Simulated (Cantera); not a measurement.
Moist CO burnout

A perfectly stirred reactor is fed with 0.159 % CO, 0.446 % O2, 0.238 % H2O, 99.2 % N2, at 1.00 atm; it is held at 1375 K, and followed from long to short residence time.

Detailed kinetics in Cantera: GRI-Mech 3.0 (53 species, 325 reactions).

```tsv
τ (s)	x CO	x O2	x H2O	x H2	x NO	x CO2	x OH
2.3	1.97e-5	0.00368	0.00237	1.28e-6	5.48e-7	0.00157	1.29e-5
0.61	4.84e-5	0.00369	0.00237	2.95e-6	4.94e-7	0.00154	1.92e-5
0.16	0.000117	0.00372	0.00236	6.70e-6	3.47e-7	0.00147	2.86e-5
0.044	0.000265	0.00378	0.00234	1.38e-5	2.16e-7	0.00132	4.08e-5
0.012	0.000559	0.00392	0.00231	2.40e-5	1.21e-7	0.00103	5.39e-5
0.0031	0.00105	0.00415	0.00230	2.72e-5	3.56e-8	0.000539	5.67e-5
0.00084	0.00150	0.00440	0.00236	7.01e-6	6.72e-10	9.00e-5	2.42e-5
```
x: mole fraction; the columns are a selection and need not sum to one.
